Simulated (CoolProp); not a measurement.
Vapour-liquid equilibrium of n-octane (1) + o-xylene (2) at 333 K; x and y are mole fractions of (1).

Model: multi-fluid Helmholtz-energy mixture model, Beckmüller 2019 and Zhou 2012; pair parameters Bell 2016, in CoolProp.

| x | bubble pressure (bar) | y at the bubble point | dew pressure at overall composition x (bar) | liquid density (mol/L) |
|---|---|---|---|---|
| 0.05 | 0.05727 | 0.101 | 0.05567 | 7.840 |
| 0.15 | 0.06316 | 0.268 | 0.05890 | 7.587 |
| 0.25 | 0.06870 | 0.403 | 0.06247 | 7.346 |
| 0.35 | 0.07396 | 0.515 | 0.06644 | 7.117 |
| 0.45 | 0.07897 | 0.612 | 0.07083 | 6.899 |
| 0.55 | 0.08381 | 0.697 | 0.07569 | 6.691 |
| 0.65 | 0.08850 | 0.774 | 0.08107 | 6.492 |
| 0.75 | 0.09308 | 0.844 | 0.08699 | 6.302 |
| 0.85 | 0.09758 | 0.909 | 0.09347 | 6.121 |
| 0.95 | 0.1020 | 0.971 | 0.1005 | 5.947 |

No azeotrope shows between x = 0.05 and 0.95.

Pair parameters are fitted to limited data, so mixtures are less certain than the pure fluids.
